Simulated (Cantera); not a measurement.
An isothermal, constant-pressure homogeneous reactor starts with 88.5 % NO, 11.5 % N2, at 1650 K and 1.78 atm.

Detailed kinetics in Cantera: GRI-Mech 3.0 (53 species, 325 reactions).

Question: Predict: x(NO) at 20.0 s; x(N2O) at 20.0 s; x(N2) at 20.0 s; x(O2) at 20.0 s; x(O) at 20.0 s; x(NO2) at 20.0 s.

Answer: 
```
Quantity                                            Value
----------------  ---------------------------------------
x(NO) at 20.0 s     0.187 (gas-phase equilibrium 0.00292)
x(N2O) at 20.0 s  1.35e-5 (gas-phase equilibrium 1.94e-7)
x(N2) at 20.0 s       0.464 (gas-phase equilibrium 0.556)
x(O2) at 20.0 s       0.348 (gas-phase equilibrium 0.441)
x(O) at 20.0 s    1.15e-5 (gas-phase equilibrium 1.29e-5)
x(NO2) at 20.0 s  0.00114 (gas-phase equilibrium 2.00e-5)
```
